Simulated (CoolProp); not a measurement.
Vapour-liquid equilibrium of carbon dioxide (1) + propane (2) at 252.1 K; x and y are mole fractions of (1).

Computed with CoolProp (multi-fluid Helmholtz-energy mixture model, Span 1996 and Lemmon 2009; pair parameters Kunz 2012).

| x | bubble pressure (bar) | y at the bubble point | dew pressure at overall composition x (bar) | liquid density (mol/L) |
|---|---|---|---|---|
| 0.05 | 3.888 | 0.400 | ? | ? |
| 0.15 | 6.958 | ? | ? | 13.39 |
| 0.25 | ? | 0.779 | 3.129 | 13.98 |
| 0.35 | 11.89 | ? | 3.597 | ? |
| 0.45 | 13.53 | 0.858 | 4.224 | 15.34 |
| 0.55 | 14.74 | 0.878 | 5.110 | 16.18 |
| 0.65 | 15.72 | 0.895 | 6.456 | 17.18 |
| 0.75 | 16.62 | 0.913 | 8.730 | 18.44 |
| 0.85 | 17.56 | 0.937 | 13.08 | 20.06 |
| 0.95 | 18.57 | 0.973 | ? | 22.21 |

Q: Some entries are withheld; supply them.

A: 
- 0.05, dew pressure at overall composition x (bar): 2.478
- 0.05, liquid density (mol/L): 12.86
- 0.15, y at the bubble point: 0.678
- 0.15, dew pressure at overall composition x (bar): 2.767
- 0.25, bubble pressure (bar): 9.698
- 0.35, y at the bubble point: 0.829
- 0.35, liquid density (mol/L): 14.62
- 0.95, dew pressure at overall composition x (bar): 17.98

No azeotrope shows between x = 0.05 and 0.95.

Pair parameters are fitted to limited data, so mixtures are less certain than the pure fluids.
